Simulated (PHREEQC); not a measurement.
A solution holds 0.008 mol ZnCl2, 0.00024 mol Na2SO4 and 0.00042 mol H2SO4 per kg of water, at 25 °C. Closed to the air; pH follows from the charge balance.

Equilibrium calculation in PHREEQC: ion-association model, phreeqc.dat.

This is a speciation only: nothing precipitates in the calculation.

Task: Predict the pH, specific conductance.

Result: pH 3.14; specific conductance 2080 µS/cm.

Task: In which forms is S present?

Result: SO4-2 63 %, ZnSO4 34 %, HSO4- 2.8 % of the S.
